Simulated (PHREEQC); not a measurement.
**Polishing slurry liquid (model solution)**

Make-up at 25 °C: 0.0089 mol TMAH, 0.00047 mol K2SO4 and 0.01 mol KH2PO4 per kg of water. Closed to the air; pH follows from the charge balance.

All values are PHREEQC results (ion-association model, phreeqc.dat), not measurements.

Precipitation was switched off in this run.

Problem. Predict the pH, ionic strength.

Solution. pH 7.91; ionic strength 0.0290 mol/kgw.

Problem. In which forms is S present?

Solution. SO4-2 96 %, KSO4- 3.9 % of the S.

(CH3)4N+ isn't in the database: it is added as a free cation with an ion size of 4 Å.
